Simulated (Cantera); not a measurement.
Input (Python, Cantera) and output of one run.

```python
import numpy as np
import cantera as ct

gas_names = """
    C CH CH2 CH3 CH2OH CH3O CH4 CH3OH CO CO2 COOH C2 C2H CHCO,ketyl C2H2,acetylene C2H2,vinylidene
    CH2CO,ketene C2H3,vinyl CH3CO,acetyl C2H4 C2H4O,ethylen CH3CHO,ethanal CH3COOH (HCOOH)2 C2H5 C2H6
    CH3OCH3 C2H5OH C2O C3 C3H3,propargyl C3H4,allene C3H4,propyne C3H4,cyclo- C3H5,allyl C3H6,propylene
    C3H6,cyclo- C3H6O C3H7,n-propyl C3H7,i-propyl C3H8 C3H8O,1propanol C3H8O,2propanol C3O2 C4 C4H2
    C4H4,1,3-cyclo- C4H6,butadiene C4H6,2-butyne C4H6,cyclo- C4H8,1-butene C4H8,cis2-buten
    C4H8,tr2-butene C4H8,isobutene C4H8,cyclo- (CH3COOH)2 C4H9,n-butyl C4H9,i-butyl C4H9,s-butyl
    C4H9,t-butyl C4H10,isobutane C4H10,n-butane C5 C5H6,1,3cyclo- C5H8,cyclo- C5H10,1-pentene
    C5H10,cyclo- C5H11,pentyl C5H11,t-pentyl C5H12,n-pentane C5H12,i-pentane CH3C(CH3)2CH3 C6H2
    C6H5,phenyl C6H5O,phenoxy C6H6 C6H5OH,phenol C6H10,cyclo- C6H12,1-hexene C6H12,cyclo- C6H13,n-hexyl
    C7H7,benzyl C7H8 C7H8O,cresol C7H14,1-heptene C7H15,n-heptyl C7H16,n-heptane C8H8,styrene
    C8H10,ethylbenz C8H16,1-octene C8H17,n-octyl C8H18,isooctane C8H18,n-octane C9H19,n-nonyl
    C10H8,naphthale C10H21,n-decyl C12H9,o-bipheny C12H10,bipheny H HCO HO2 H2 HCHO,formaldehy HCOOH H2O
    H2O2 O OH O2 O3 Ti TiO TiO2
""".split()
cond_names = """
    C(gr) C6H6(L) C7H8(L) C8H18(L),n-octa H2O(s) H2O(L) Ti(a) Ti(b) Ti(L) TiC(s) TiC(L) TiO(a) TiO(b)
    TiO(L) TiO2(ru) TiO2(L) Ti2O3(a) Ti2O3(b) Ti2O3(L) Ti3O5(a) Ti3O5(b) Ti3O5(L) Ti4O7(s) Ti4O7(L)
""".split()


def load(file, names, dense=False):
    # The tables refer to 1 bar. Condensed volumes are neglected.
    table = {s.name: s for s in ct.Species.list_from_file(file)}
    out = []
    for n in names:
        d = dict(table[n].input_data)
        d["thermo"] = dict(d["thermo"], **{"reference-pressure": 1e5})
        if dense:
            d["equation-of-state"] = {"model": "constant-volume", "density": "1e6 g/cm^3"}
        out.append(ct.Species.from_dict(d))
    return out


gas = ct.Solution(thermo="ideal-gas", species=load("nasa_gas.yaml", gas_names))
cond = {s.name: ct.Solution(thermo="fixed-stoichiometry", species=[s], name=s.name)
        for s in load("nasa_condensed.yaml", cond_names, dense=True)}
atoms = {
    'Ti': {'Ti': 1},
    'CH4': {'C': 1, 'H': 4},
    'H2': {'H': 2},
    'O2': {'O': 2},
}
top_T = {'C(gr)': 4500}  # K; cautious upper limits of use, not melting points


def equilibrate(T, P, feed):
    n = {}
    for name, mol in feed.items():
        for a, k in atoms[name].items():
            n[a] = n.get(a, 0.0) + k * mol
    gas.TPX = T, P, n
    mass = sum(n.values()) * gas.mean_molecular_weight
    gas.equilibrate("TP")
    valid = [c for c in cond.values() if c.min_temp <= T <= top_T.get(c.name, c.max_temp)]
    mix = ct.Mixture([(gas, mass / gas.mean_molecular_weight)] + [(c, 0.0) for c in valid])
    mix.T, mix.P = T, P
    mix.equilibrate("TP", solver="vcs", rtol=1e-11, max_steps=5000)
    return mix


results = []
P = 51000  # Pa
for T in [1650, 1675, 1700, 1725, 1750, 1775, 1800, 1825, 1850, 1875]:
    for m in [0.43, 0.57, 0.75, 0.99, 1.3, 1.7, 2.2, 2.9, 3.9, 5.1, 6.7]:
        feed = {'Ti': 1, 'CH4': m, 'H2': 91, 'O2': 7}  # mol
        mix = equilibrate(T, P, feed)
        results.append((T, P, feed, dict(zip(mix.species_names, mix.species_moles))))

for T, P, feed, n in results:
    print(f"{T:7g} {feed['CH4']:10.4g}  " + (" + ".join(c for c in cond_names if n.get(c, 0) > 1e-12) or "gas only"))
```

Result:

```
   1650       0.43  TiO2(ru)
   1650       0.57  TiO2(ru)
   1650       0.75  TiO2(ru)
   1650       0.99  TiO2(ru)
   1650        1.3  TiO2(ru)
   1650        1.7  TiO2(ru)
   1650        2.2  TiO2(ru)
   1650        2.9  TiO2(ru)
   1650        3.9  TiO2(ru)
   1650        5.1  TiO2(ru)
   1650        6.7  TiO2(ru)
   1675       0.43  TiO2(ru)
   1675       0.57  TiO2(ru)
   1675       0.75  TiO2(ru)
   1675       0.99  TiO2(ru)
   1675        1.3  TiO2(ru)
   1675        1.7  TiO2(ru)
   1675        2.2  TiO2(ru)
   1675        2.9  TiO2(ru)
   1675        3.9  TiO2(ru)
   1675        5.1  TiO2(ru)
   1675        6.7  TiO2(ru)
   1700       0.43  TiO2(ru)
   1700       0.57  TiO2(ru)
   1700       0.75  TiO2(ru)
   1700       0.99  TiO2(ru)
   1700        1.3  TiO2(ru)
   1700        1.7  TiO2(ru)
   1700        2.2  TiO2(ru)
   1700        2.9  TiO2(ru)
   1700        3.9  TiO2(ru)
   1700        5.1  TiO2(ru)
   1700        6.7  Ti4O7(s)
   1725       0.43  TiO2(ru)
   1725       0.57  TiO2(ru)
   1725       0.75  TiO2(ru)
   1725       0.99  TiO2(ru)
   1725        1.3  TiO2(ru)
   1725        1.7  TiO2(ru)
   1725        2.2  TiO2(ru)
   1725        2.9  TiO2(ru)
   1725        3.9  TiO2(ru)
   1725        5.1  TiO2(ru)
   1725        6.7  Ti4O7(s)
   1750       0.43  TiO2(ru)
   1750       0.57  TiO2(ru)
   1750       0.75  TiO2(ru)
   1750       0.99  TiO2(ru)
   1750        1.3  TiO2(ru)
   1750        1.7  TiO2(ru)
   1750        2.2  TiO2(ru)
   1750        2.9  TiO2(ru)
   1750        3.9  TiO2(ru)
   1750        5.1  Ti4O7(s)
   1750        6.7  Ti4O7(s)
   1775       0.43  TiO2(ru)
   1775       0.57  TiO2(ru)
   1775       0.75  TiO2(ru)
   1775       0.99  TiO2(ru)
   1775        1.3  TiO2(ru)
   1775        1.7  TiO2(ru)
   1775        2.2  TiO2(ru)
   1775        2.9  TiO2(ru)
   1775        3.9  TiO2(ru) + Ti4O7(s)
   1775        5.1  Ti4O7(s)
   1775        6.7  Ti4O7(s)
   1800       0.43  TiO2(ru)
   1800       0.57  TiO2(ru)
   1800       0.75  TiO2(ru)
   1800       0.99  TiO2(ru)
   1800        1.3  TiO2(ru)
   1800        1.7  TiO2(ru)
   1800        2.2  TiO2(ru)
   1800        2.9  TiO2(ru) + Ti4O7(s)
   1800        3.9  Ti4O7(s)
   1800        5.1  Ti4O7(s)
   1800        6.7  Ti4O7(s)
   1825       0.43  TiO2(ru)
   1825       0.57  TiO2(ru)
   1825       0.75  TiO2(ru)
   1825       0.99  TiO2(ru)
   1825        1.3  TiO2(ru)
   1825        1.7  TiO2(ru)
   1825        2.2  Ti4O7(s)
   1825        2.9  Ti4O7(s)
   1825        3.9  Ti4O7(s)
   1825        5.1  Ti4O7(s)
   1825        6.7  Ti4O7(s)
   1850       0.43  TiO2(ru)
   1850       0.57  TiO2(ru)
   1850       0.75  TiO2(ru)
   1850       0.99  TiO2(ru)
   1850        1.3  Ti4O7(s)
   1850        1.7  Ti4O7(s)
   1850        2.2  Ti4O7(s)
   1850        2.9  Ti4O7(s)
   1850        3.9  Ti4O7(s)
   1850        5.1  Ti4O7(s)
   1850        6.7  Ti3O5(b) + Ti4O7(s)
   1875       0.43  Ti4O7(s)
   1875       0.57  Ti4O7(s)
   1875       0.75  Ti4O7(s)
   1875       0.99  Ti4O7(s)
   1875        1.3  Ti4O7(s)
   1875        1.7  Ti4O7(s)
   1875        2.2  Ti4O7(s)
   1875        2.9  Ti4O7(s)
   1875        3.9  Ti4O7(s)
   1875        5.1  Ti4O7(s)
   1875        6.7  Ti3O5(b)
```

These are equilibrium values from Cantera (NASA tables, ideal gas, pure condensed phases), not measurements of a reactor. Mutual solubility and eutectic melting of coexisting phases are not modelled. Condensed phases not in the tables: Magnéli phases beyond Ti4O7.
